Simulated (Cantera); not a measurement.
A perfectly stirred reactor is fed with 25.0 % CO, 0.774 % H2, 7.57 % O2, 60.7 % N2, 5.99 % H2O, at 79000 Pa; it is adiabatic with a 425 K inlet, and is followed from long to short residence time, starting on the burning branch (τ in s: 0.26, 0.11, 0.049, 0.021, 0.0092, 0.004, 0.0017, 0.00075, 0.00032, 0.00014, 6.1e-05, 2.6e-05, 1.1e-05).

Detailed kinetics in Cantera: GRI-Mech 3.0 (53 species, 325 reactions).

x: mole fraction; the columns are a selection and need not sum to one.

```
τ (s)    T (K)   x CO     x H2      x O2    x N2O      x H
-------  -----  -----  -------  --------  -------  -------
0.26      1679  0.103   0.0113  0.000119  4.21e-9  0.00132
0.11      1672  0.103   0.0112  0.000240  6.26e-9  0.00198
0.049     1661  0.103   0.0112  0.000464  8.92e-9  0.00290
0.021     1643  0.104   0.0112       ___      ___      ___
0.0092    1616  0.104   0.0113   0.00167  1.68e-8  0.00624
0.0040    1574  0.106   0.0113   0.00292  2.15e-8  0.00900
0.0017    1511  0.109   0.0111   0.00497  2.68e-8   0.0127
0.00075   1425  0.115   0.0101   0.00851  3.38e-8   0.0161
0.00032    425  0.250  0.00774    0.0757   <1e-12   <1e-12
0.00014    425  0.250  0.00774    0.0757   <1e-12   <1e-12
6.1e-5     425  0.250  0.00774    0.0757   <1e-12   <1e-12
2.6e-5     425  0.250  0.00774    0.0757   <1e-12   <1e-12
1.1e-5     425  0.250  0.00774    0.0757   <1e-12   <1e-12
```

Fill in the missing entries.


- 0.021, x O2: 0.000905
- 0.021, x N2O: 1.25e-8
- 0.021, x H: 0.00429
